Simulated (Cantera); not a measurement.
A freely propagating, adiabatic, planar premixed flame of H2 : O2 : N2 = 1 : 0.167 : 0.817 (molar parts), equivalence ratio 3.0, unburnt at 425 K and 0.148 atm; mixture-averaged transport, grid criteria slope 0.08 and curve 0.16, no radiation.

Detailed kinetics in Cantera: the H2/O2 subset of GRI-Mech 3.0, which has no nitrogen chemistry. Burning velocities carry a grid error of a few per cent, more on coarse grids.

Problem. How do the results move with these cheaper or finer settings: unity-Lewis-number transport; multicomponent transport; multicomponent+Soret transport; grid criteria slope 0.5, curve 1; grid criteria slope 0.25, curve 0.5; grid criteria slope 0.03, curve 0.06?

Solution. 
```
setting                               laminar burning velocity  thermal thickness  peak x(OH)  peak x(HO2)  grid points
------------------------------------  ------------------------  -----------------  ----------  -----------  -----------
as above                                              287 cm/s            5.38 mm    0.000626      7.24e-5          142
unity-Lewis-number transport                          167 cm/s            4.88 mm    0.000590      5.69e-5          129
multicomponent transport                              280 cm/s            5.43 mm    0.000612      7.22e-5          142
multicomponent+Soret transport                        272 cm/s            5.31 mm    0.000612      7.28e-5          142
grid criteria slope 0.5, curve 1                      324 cm/s            7.60 mm    0.000593      6.35e-5           47
grid criteria slope 0.25, curve 0.5                   289 cm/s            5.91 mm    0.000590      7.03e-5           70
grid criteria slope 0.03, curve 0.06                  284 cm/s            5.20 mm    0.000633      7.29e-5          321
```
The base run took around 1.9 core-seconds (rough).
Unity Lewis numbers drop preferential diffusion, which matters most where H2 and H carry the flame; Soret adds thermal diffusion.
